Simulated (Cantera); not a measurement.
Input: 1 mol Hg, a varied amount of O₂, 0.87 mol H₂, held at 1250 °C and 7.50 Torr.

Method: chemical equilibrium by Gibbs-energy minimisation in Cantera with the NASA 1993 tables (ideal gas, pure condensed phases). Candidate condensed phases: H₂O, Hg, HgO; 10 gas species. Kinetics and transport are ignored.

x: gas mole fraction; nothing condenses.

```json
[
 {"n(O₂) (mol)": "0.33", "x Hg": "0.535", "x H₂O": "0.353", "x O₂": "6.51e-9", "x H₂": "0.112", "x OH": "7.52e-6", "x H": "7.76e-5", "x O": "4.46e-9"},
 {"n(O₂) (mol)": "0.55", "x Hg": "0.504", "x H₂O": "0.438", "x O₂": "0.0578", "x H₂": "4.67e-5", "x OH": "0.000457", "x H": "1.58e-6", "x O": "1.33e-5"},
 {"n(O₂) (mol)": "0.77", "x Hg": "?", "x H₂O": "?", "x O₂": "?", "x H₂": "?", "x OH": "0.000552", "x H": "?", "x O": "?"},
 {"n(O₂) (mol)": "0.99", "x Hg": "0.412", "x H₂O": "0.358", "x O₂": "0.229", "x H₂": "1.92e-5", "x OH": "0.000583", "x H": "1.02e-6", "x O": "2.64e-5"},
 {"n(O₂) (mol)": "1.2", "x Hg": "0.379", "x H₂O": "0.330", "x O₂": "?", "x H₂": "?", "x OH": "0.000594", "x H": "9.18e-7", "x O": "?"},
 {"n(O₂) (mol)": "1.4", "x Hg": "0.353", "x H₂O": "0.307", "x O₂": "0.340", "x H₂": "1.35e-5", "x OH": "0.000596", "x H": "8.50e-7", "x O": "3.22e-5"},
 {"n(O₂) (mol)": "1.7", "x Hg": "0.319", "x H₂O": "0.277", "x O₂": "0.403", "x H₂": "1.12e-5", "x OH": "0.000591", "x H": "7.75e-7", "x O": "3.51e-5"}
]
```

Fill in the missing entries.


- 0.77, x Hg: 0.453
- 0.77, x H₂O: 0.394
- 0.77, x O₂: 0.152
- 0.77, x H₂: 2.60e-5
- 0.77, x H: 1.18e-6
- 0.77, x O: 2.15e-5
- 1.2, x O₂: 0.290
- 1.2, x H₂: 1.57e-5
- 1.2, x O: 2.98e-5
